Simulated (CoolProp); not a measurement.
Oxygen at 293.53 K and 11.4 MPa is throttled through a valve to 4.53 MPa with no heat exchange. Each further row changes one setting.

The numbers come from the reference Helmholtz-energy equation of state, Schmidt 1985 in CoolProp.

```
case                      temperature change (K)    final phase  final density (kg/m³)
------------------------  ----------------------  -------------  ---------------------
as stated                                  -16.4            gas                   65.4
outlet pressure 1.36 MPa                   -26.0            gas                   19.8
outlet pressure 5.89 MPa                   -12.7  supercritical                   84.5
```
